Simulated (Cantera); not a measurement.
An isothermal, constant-pressure homogeneous reactor starts with H2 : O2 : N2 = 0.059 : 1 : 0.2 (molar parts), equivalence ratio 0.029, at 1223 K and 1500 Pa. Integrator tolerance rtol = 1e-08.

Model: GRI-Mech 3.0 (53 species, 325 reactions), integrated in Cantera. Radical loss at walls, strong at low pressure, is not modelled. The temperature is held fixed by assumption; the heat of reaction is taken as removed at once.

Question: What does this change do: pressure from 1500 Pa to 210 Pa?

Answer: 
```
quantity                                            before                                     after
----------------  ----------------------------------------  ----------------------------------------
x(H2) at 2.00 s    9.10e-7 (gas-phase equilibrium 9.02e-9)  0.000369 (gas-phase equilibrium 2.41e-8)
x(O2) at 2.00 s        0.789 (gas-phase equilibrium 0.789)       0.776 (gas-phase equilibrium 0.789)
x(OH) at 2.00 s   0.000112 (gas-phase equilibrium 1.12e-5)   0.00225 (gas-phase equilibrium 1.84e-5)
x(NO2) at 2.00 s  1.53e-10 (gas-phase equilibrium 7.38e-7)  1.60e-12 (gas-phase equilibrium 2.76e-7)
x(HO2) at 2.00 s   5.23e-8 (gas-phase equilibrium 1.13e-8)   3.57e-7 (gas-phase equilibrium 6.90e-9)
x(H) at 2.00 s    2.32e-7 (gas-phase equilibrium 2.35e-10)   0.00203 (gas-phase equilibrium 1.03e-9)
x(H2O) at 2.00 s     0.0479 (gas-phase equilibrium 0.0480)     0.0451 (gas-phase equilibrium 0.0480)
```
